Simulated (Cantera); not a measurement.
A perfectly stirred reactor is fed with 33.5 % H2, 14.0 % O2, 52.6 % N2, equivalence ratio 1.2, at 58000 Pa; it is adiabatic with a 350 K inlet, and is followed from long to short residence time, starting on the burning branch (τ in s: 0.022, 0.014, 0.0083, 0.0051, 0.0031, 0.0019, 0.0011, 0.0007, 0.00042, 0.00026, 0.00016, 9.5e-05, 5.8e-05).

Computed with Cantera and the H2/O2 subset of GRI-Mech 3.0, which has no nitrogen chemistry.

Task: Predict: blow-out, bracketed by the residence times tried; x(H2) at τ = 22.0 ms; x(O2) at τ = 22.0 ms; x(H2O2) at τ = 22.0 ms; x(H2O) at τ = 22.0 ms; x(O) at τ = 22.0 ms; x(H2) at τ = 1.10 ms; x(O2) at τ = 1.10 ms; x(H2O2) at τ = 1.10 ms; x(H2O) at τ = 1.10 ms; x(O) at τ = 1.10 ms.

Result: 
| Item | Value |
|---|---|
| blow-out, bracketed by the residence times tried | burning at 58.0 µs, the shortest tried |
| x(H2) at τ = 22.0 ms | 0.0665 |
| x(O2) at τ = 22.0 ms | 0.00145 |
| x(H2O2) at τ = 22.0 ms | 5.94e-8 |
| x(H2O) at τ = 22.0 ms | 0.310 |
| x(O) at τ = 22.0 ms | 0.000707 |
| x(H2) at τ = 1.10 ms | 0.0725 |
| x(O2) at τ = 1.10 ms | 0.00769 |
| x(H2O2) at τ = 1.10 ms | 2.32e-7 |
| x(H2O) at τ = 1.10 ms | 0.280 |
| x(O) at τ = 1.10 ms | 0.00430 |
